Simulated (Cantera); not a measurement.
An adiabatic, constant-pressure homogeneous reactor starts with C3H8 : O2 : N2 = 1 : 2.27 : 8.55 (molar parts), at 1525 K and 9.18 atm.

Computed with Cantera and GRI-Mech 3.0 (53 species, 325 reactions). GRI-Mech 3.0 was tuned for natural gas; its chemistry of propane as a main component is partial and can be far from experiment.

Predict: time of steepest temperature rise; temperature at 10.0 s; equilibrium temperature; x(O2) at 10.0 s; x(HCO) at 10.0 s; x(N2O) at 10.0 s; x(OH) at 10.0 s.


| Quantity | Value |
|---|---|
| time of steepest temperature rise | 17.6 µs |
| temperature at 10.0 s | 2540 K |
| equilibrium temperature | 2540 K |
| x(O2) at 10.0 s | 1.39e-6 (gas-phase equilibrium 1.39e-6) |
| x(HCO) at 10.0 s | 9.06e-7 (gas-phase equilibrium 9.06e-7) |
| x(N2O) at 10.0 s | 7.50e-9 (gas-phase equilibrium 7.50e-9) |
| x(OH) at 10.0 s | 0.000437 (gas-phase equilibrium 0.000437) |
